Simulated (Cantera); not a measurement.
Standard-state values (1 bar) from the NASA 1993 polynomials, evaluated with Cantera. Values are per mole of reaction as written; species without (g) are pure solids or liquids, kept so even where they would boil at 1 bar.

CaF₂ = 2 F(g) + Ca(g), with ΔH° = 1562.5 kJ and ΔS° = 403.8 J/K at 300 K.

Task: How far is the shortcut ΔG° ≈ ΔH°(300 K) − T·ΔS°(300 K) from the full temperature-dependent value at 2023, 2073, 2123, 2173, 2223, 2273, 2323 K?

Result: 
```json
[
 {"T (K)": "2023", "shortcut (kJ)": "745.6", "full (kJ)": "791.0", "difference (kJ)": "-45.4", "difference in log10 K": "1.17", "condensed phases": "CaF₂(l)"},
 {"T (K)": "2073", "shortcut (kJ)": "725.4", "full (kJ)": "774.2", "difference (kJ)": "-48.8", "difference in log10 K": "1.23", "condensed phases": "CaF₂(l)"},
 {"T (K)": "2123", "shortcut (kJ)": "705.2", "full (kJ)": "757.4", "difference (kJ)": "-52.1", "difference in log10 K": "1.28", "condensed phases": "CaF₂(l)"},
 {"T (K)": "2173", "shortcut (kJ)": "685.0", "full (kJ)": "740.6", "difference (kJ)": "-55.6", "difference in log10 K": "1.34", "condensed phases": "CaF₂(l)"},
 {"T (K)": "2223", "shortcut (kJ)": "664.8", "full (kJ)": "723.9", "difference (kJ)": "-59.0", "difference in log10 K": "1.39", "condensed phases": "CaF₂(l)"},
 {"T (K)": "2273", "shortcut (kJ)": "644.6", "full (kJ)": "707.2", "difference (kJ)": "-62.6", "difference in log10 K": "1.44", "condensed phases": "CaF₂(l)"},
 {"T (K)": "2323", "shortcut (kJ)": "624.4", "full (kJ)": "690.5", "difference (kJ)": "-66.1", "difference in log10 K": "1.49", "condensed phases": "CaF₂(l)"}
]
```
The shortcut ignores heat capacities and the phase changes listed.
